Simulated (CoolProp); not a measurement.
Vapour-liquid equilibrium of R114 (1) + benzene (2) at 0.445 MPa; x and y are mole fractions of (1).

Values from CoolProp's multi-fluid Helmholtz-energy mixture model, Platzer 1990 and Thol 2012; pair parameters Bell 2016. This equation is an older, rougher fit; its heat capacities, sound speeds and derivatives of the liquid may be far off and weren't checked against measurements.

```csv
x,bubble temperature (K),y at the bubble point,dew temperature at overall composition x (K),liquid density (mol/L)
0.05,390.4,0.374,[?],9.692
0.15,365.5,0.690,403.1,9.750
0.25,[?],0.800,397.7,9.633
0.35,345.3,0.851,391.9,9.442
0.45,340.5,0.882,385.4,[?]
0.55,336.8,0.904,378.0,8.993
0.65,333.6,0.924,369.4,8.764
0.75,330.6,0.943,358.9,8.542
0.85,327.6,0.964,345.5,[?]
0.95,324.6,0.987,329.6,8.134
```

Question: Some entries are withheld; supply them.

Answer: 
- 0.05, dew temperature at overall composition x (K): 408.0
- 0.25, bubble temperature (K): 352.7
- 0.45, liquid density (mol/L): 9.222
- 0.85, liquid density (mol/L): 8.331

No azeotrope shows between x = 0.05 and 0.95.

The pair parameters rest on a limited set of measurements; away from them the model extrapolates.
